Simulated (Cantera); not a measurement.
Mixture: CH4 : C2H6 : C3H8 : O2 : N2 : H2O = 1 : 0.2 : 0.34 : 5.57 : 20.9 : 3.2 (molar parts), at 2.30 bar, adiabatic and at constant volume. Ignition delay is the time to a rise of 400 K.

Model: GRI-Mech 3.0 (53 species, 325 reactions), integrated in Cantera. GRI-Mech 3.0 was tuned for natural gas; its chemistry of propane as a main component is partial and can be far from experiment.

Predict: delay at 1050 K; delay at 1200 K; delay at 1350 K; delay at 1500 K; delay at 1650 K; apparent activation energy between 1575 and 1725 K.


```json
{
  "delay at 1050 K": "19.5 ms",
  "delay at 1200 K": "2.01 ms",
  "delay at 1350 K": "0.275 ms",
  "delay at 1500 K": "56.7 µs",
  "delay at 1650 K": "17.8 µs",
  "apparent activation energy between 1575 and 1725 K": "150 kJ/mol"
}
```
